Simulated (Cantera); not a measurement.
Low-pressure radical oxidation in H2/O2

A perfectly stirred reactor is fed with 26.6 % H₂, 60.5 % O₂, 12.1 % N₂, 0.846 % H₂O, at 0.00290 bar; it is held at 1025 K, and followed from long to short residence time.

Cantera simulation using the H2/O2 subset of GRI-Mech 3.0, which has no nitrogen chemistry; the numbers are that mechanism's predictions, not measurements. Radical loss at walls, strong at low pressure, is not modelled. The temperature is held fixed by assumption; the heat of reaction is taken as removed at once.

| τ (s) | x H₂ | x O₂ | x H | x H₂O₂ | x HO₂ | x OH | x O |
|---|---|---|---|---|---|---|---|
| 2.3 | 0.00287 | 0.538 | 0.00478 | 1.29e-7 | 3.06e-6 | 0.00211 | 0.00590 |
| 1.1 | 0.00449 | 0.535 | 0.00966 | 1.19e-7 | 3.21e-6 | 0.00269 | 0.00932 |
| 0.48 | 0.00727 | 0.529 | 0.0205 | 1.04e-7 | 3.27e-6 | 0.00346 | 0.0152 |
| 0.22 | 0.0110 | 0.521 | 0.0385 | 8.79e-8 | 3.18e-6 | 0.00425 | 0.0228 |
| 0.10 | 0.0160 | 0.511 | 0.0639 | 7.40e-8 | 2.98e-6 | 0.00501 | 0.0313 |
| 0.046 | 0.0226 | 0.504 | 0.0883 | 6.67e-8 | 2.76e-6 | 0.00565 | 0.0374 |
| 0.021 | 0.0331 | 0.503 | 0.104 | 6.75e-8 | 2.57e-6 | 0.00626 | 0.0388 |
| 0.0096 | 0.0521 | 0.509 | 0.107 | 7.45e-8 | 2.41e-6 | 0.00679 | 0.0353 |
| 0.0044 | 0.0869 | 0.524 | 0.0943 | 8.10e-8 | 2.20e-6 | 0.00690 | 0.0285 |
| 0.0020 | 0.149 | 0.551 | 0.0631 | 7.08e-8 | 1.85e-6 | 0.00570 | 0.0184 |
x: mole fraction; the columns are a selection and need not sum to one.
